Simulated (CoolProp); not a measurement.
A single-stage vapour-compression cycle with R236FA: evaporating at 241.15 K (dew point), condensing at 290.15 K (bubble point), superheat 2 K, subcooling 2 K, compressor efficiency 0.6, no pressure losses. Each further row changes one setting.

The numbers come from the reference Helmholtz-energy equation of state, Pan 2012 in CoolProp.

```json
[
 {"case": "as stated", "cooling COP": "2.37", "pressure ratio": "8.85", "discharge temperature (K)": "311.1", "refrigerating effect (kJ/kg)": "120", "volumetric capacity (kJ/m³)": "213"},
 {"case": "evaporating temperature 246.15 K", "cooling COP": "2.77", "pressure ratio": "6.75", "discharge temperature (K)": "(withheld)", "refrigerating effect (kJ/kg)": "(withheld)", "volumetric capacity (kJ/m³)": "(withheld)"},
 {"case": "condensing temperature 285.15 K", "cooling COP": "2.73", "pressure ratio": "(withheld)", "discharge temperature (K)": "305.3", "refrigerating effect (kJ/kg)": "126", "volumetric capacity (kJ/m³)": "224"},
 {"case": "subcooling 7 K", "cooling COP": "(withheld)", "pressure ratio": "8.85", "discharge temperature (K)": "311.1", "refrigerating effect (kJ/kg)": "126", "volumetric capacity (kJ/m³)": "224"},
 {"case": "superheat 12 K", "cooling COP": "2.41", "pressure ratio": "8.85", "discharge temperature (K)": "322.1", "refrigerating effect (kJ/kg)": "127", "volumetric capacity (kJ/m³)": "217"},
 {"case": "compressor efficiency 0.5", "cooling COP": "1.98", "pressure ratio": "8.85", "discharge temperature (K)": "322.6", "refrigerating effect (kJ/kg)": "120", "volumetric capacity (kJ/m³)": "213"}
]
```

Problem. What belongs in the gaps?

Solution. 
- evaporating temperature 246.15 K, discharge temperature (K): 308.2
- evaporating temperature 246.15 K, refrigerating effect (kJ/kg): 123
- evaporating temperature 246.15 K, volumetric capacity (kJ/m³): 283
- condensing temperature 285.15 K, pressure ratio: 7.38
- subcooling 7 K, cooling COP: 2.49
